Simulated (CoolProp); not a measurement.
Dodecamethylcyclohexasiloxane (D6) along the isotherm 346.85 °C: density (kg/m³) from the reference equation and from simpler models built on Tc = 372.6 °C, pc = 0.9614 MPa, ω = 0.736; each cubic takes its own stable root.

Computed with CoolProp (reference Helmholtz-energy equation of state, Colonna 2008). It is a short technical equation, of lower accuracy than the large ones.

```
p (MPa)  phase  reference
-------  -----  ---------
0.0601     gas      5.350
0.12       gas      11.04
0.18       gas      17.14
0.24       gas      23.72
0.3        gas      30.86
0.361      gas      38.82
0.421      gas      47.52
0.481      gas      57.32
```

Task: How far does each simpler model (ideal gas, van der Waals, Redlich-Kwong, Soave-Redlich-Kwong, Peng-Robinson) lie from the reference over these 8 states: mean and median of the absolute difference, and the worst?

Result: 
- ideal gas: mean 14.8 %, median 14.4 %, worst -27.6 % at 346.85 °C and 0.481 MPa
- van der Waals: mean 5.1 %, median 4.8 %, worst -9.8 % at 346.85 °C and 0.481 MPa
- Redlich-Kwong: mean 3.2 %, median 3.1 %, worst -6.2 % at 346.85 °C and 0.481 MPa
- Soave-Redlich-Kwong: mean 2.3 %, median 2.3 %, worst -4.1 % at 346.85 °C and 0.481 MPa
- Peng-Robinson: mean 1.0 %, median 1.1 %, worst -1.7 % at 346.85 °C and 0.481 MPa
